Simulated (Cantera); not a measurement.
An isothermal, constant-pressure homogeneous reactor starts with 63.7 % NO, 36.3 % N2, at 1648 K and 760 Torr.

Model: GRI-Mech 3.0 (53 species, 325 reactions), integrated in Cantera.

Question: Predict: x(NO) at 5.00 s; x(NO2) at 5.00 s; x(O) at 5.00 s; x(N2) at 5.00 s; x(N2O) at 5.00 s; x(O2) at 5.00 s.

Answer: 
- x(NO) at 5.00 s = 0.472 (gas-phase equilibrium 0.00271)
- x(NO2) at 5.00 s = 0.00106 (gas-phase equilibrium 1.19e-5)
- x(O) at 5.00 s = 7.47e-6 (gas-phase equilibrium 1.43e-5)
- x(N2) at 5.00 s = 0.445 (gas-phase equilibrium 0.680)
- x(N2O) at 5.00 s = 8.29e-5 (gas-phase equilibrium 1.50e-7)
- x(O2) at 5.00 s = 0.0815 (gas-phase equilibrium 0.317)
